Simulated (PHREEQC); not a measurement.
0.64 g of hydrous ferric oxide (600 m²/g; 0.2 weak and 0.005 strong sites per Fe, Dzombak-Morel constants, diffuse double layer) in 1 kg of water with 0.005 mol/kgw of an inert sodium salt, at 25 °C; the pH is set by adding NaOH or the inert anion's acid. O2 is buffered at 0.21 atm. No CO2 enters from the air. Precipitation was switched off in this run.

Base run: PHREEQC, ion-association model, wateq4f.dat. Each further column changes one thing. The table gives surface potential ψ (mV).

```json
[
 {"pH": "3", "base": "214", "background salt from 0.005 to 0.0005 mol/kgw": "234", "oxide from 0.64 to 3.2 g/kgw": "207", "0.0025 mol/kgw Ag2SO4 added": "73"},
 {"pH": "3.38", "base": "208", "background salt from 0.005 to 0.0005 mol/kgw": "230", "oxide from 0.64 to 3.2 g/kgw": "(withheld)", "0.0025 mol/kgw Ag2SO4 added": "72"},
 {"pH": "4.12", "base": "189", "background salt from 0.005 to 0.0005 mol/kgw": "(withheld)", "oxide from 0.64 to 3.2 g/kgw": "186", "0.0025 mol/kgw Ag2SO4 added": "71"},
 {"pH": "4.5", "base": "177", "background salt from 0.005 to 0.0005 mol/kgw": "(withheld)", "oxide from 0.64 to 3.2 g/kgw": "175", "0.0025 mol/kgw Ag2SO4 added": "71"},
 {"pH": "5.25", "base": "148", "background salt from 0.005 to 0.0005 mol/kgw": "160", "oxide from 0.64 to 3.2 g/kgw": "147", "0.0025 mol/kgw Ag2SO4 added": "66"},
 {"pH": "5.62", "base": "132", "background salt from 0.005 to 0.0005 mol/kgw": "(withheld)", "oxide from 0.64 to 3.2 g/kgw": "131", "0.0025 mol/kgw Ag2SO4 added": "62"},
 {"pH": "6.38", "base": "95", "background salt from 0.005 to 0.0005 mol/kgw": "(withheld)", "oxide from 0.64 to 3.2 g/kgw": "95", "0.0025 mol/kgw Ag2SO4 added": "50"},
 {"pH": "6.75", "base": "75", "background salt from 0.005 to 0.0005 mol/kgw": "79", "oxide from 0.64 to 3.2 g/kgw": "75", "0.0025 mol/kgw Ag2SO4 added": "43"},
 {"pH": "7.5", "base": "34", "background salt from 0.005 to 0.0005 mol/kgw": "35", "oxide from 0.64 to 3.2 g/kgw": "34", "0.0025 mol/kgw Ag2SO4 added": "23"},
 {"pH": "7.88", "base": "13", "background salt from 0.005 to 0.0005 mol/kgw": "13", "oxide from 0.64 to 3.2 g/kgw": "13", "0.0025 mol/kgw Ag2SO4 added": "9"},
 {"pH": "8.62", "base": "-29", "background salt from 0.005 to 0.0005 mol/kgw": "-30", "oxide from 0.64 to 3.2 g/kgw": "-29", "0.0025 mol/kgw Ag2SO4 added": "-21"},
 {"pH": "9", "base": "-50", "background salt from 0.005 to 0.0005 mol/kgw": "-52", "oxide from 0.64 to 3.2 g/kgw": "-50", "0.0025 mol/kgw Ag2SO4 added": "-27"}
]
```

Problem. Complete the blanks.

Solution. 
- 3.38, oxide from 0.64 to 3.2 g/kgw: 203
- 4.12, background salt from 0.005 to 0.0005 mol/kgw: 209
- 4.5, background salt from 0.005 to 0.0005 mol/kgw: 194
- 5.62, background salt from 0.005 to 0.0005 mol/kgw: 141
- 6.38, background salt from 0.005 to 0.0005 mol/kgw: 100

The oxide is taken as insoluble; below pH 4 it would dissolve. In at least one series the solution becomes supersaturated in solids that the run did not let form, among them Ag2O.
